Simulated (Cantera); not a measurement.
# Reactions in the system H-N-O-P

Cantera with NASA thermochemical tables; ideal gases at 1 bar, condensed phases pure. Values are per mole of reaction as written; species without (g) are pure solids or liquids, kept so even where they would boil at 1 bar.

5 NO₂(g) + 4 PH₃(g) ⇌ N(g) + 4 NH₃(g) + P₄O₁₀

```csv
T (K),ΔH° (kJ),ΔS° (J/K),ΔG° (kJ),log10 K
498,-2900.9,-856.8,-2474.2,259.51
523,-2898.7,-852.5,-2452.8,244.97
548,-2896.4,-848.3,-2431.6,231.77
573,-2894.0,-844.0,-2410.4,219.73
598,-2891.6,-839.7,-2389.4,208.71
623,-2888.9,-835.5,-2368.4,198.57
648,-2886.2,-831.2,-2347.6,189.23
673,-2883.4,-827.0,-2326.9,180.60
```
